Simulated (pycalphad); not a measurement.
Computed with pycalphad from the COST 507 light-alloy database (1999), at 1 atm. These are 1990s assessments: newer ones move some temperatures and phases. Diffusion is slow at the low end, where real alloys seldom reach equilibrium.

# Ti-63.4Si (at.%): equilibrium cooling sequence

```tsv
T (°C)	phases above	phases below
1482.5	liquid	liquid + SITI
1474.2	liquid + SITI	SI2TI + SITI
```

Changes were sought between steps of 40 K, so a narrower field can be missed.

Database names, with the compositions (at.%) that they take in these runs: SI2TI: Si 67 Ti 33; SITI: Ti 50 Si 50.
